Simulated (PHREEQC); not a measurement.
Dissolve 0.021 mol HNO3, 0.018 mol AlCl3 and 6.3e-05 mol KCl per kg of water at 25 °C. Closed to the air; pH follows from the charge balance.

All values are PHREEQC results (ion-association model, phreeqc.dat), not measurements.

```yaml
pH: 1.77
ionic_strength: 0.129 mol/kgw
specific_conductance: 12500 µS/cm
density: 1.000 g/cm³
total_alkalinity: -21.0 meq/kg
```

```json
[
 {"species": "Cl-", "molality": "0.0541", "activity": "0.0404", "log γ": "-0.126"},
 {"species": "H+", "molality": "0.0210", "activity": "0.0171", "log γ": "-0.089"},
 {"species": "NO3-", "molality": "0.0210", "activity": "0.0154", "log γ": "-0.135"},
 {"species": "Al+3", "molality": "0.0180", "activity": "0.00285", "log γ": "-0.800"},
 {"species": "K+", "molality": "6.30e-5", "activity": "4.70e-5", "log γ": "-0.128"},
 {"species": "AlOH+2", "molality": "4.63e-6", "activity": "1.65e-6", "log γ": "-0.448"}
]
```

No solid was allowed to form.
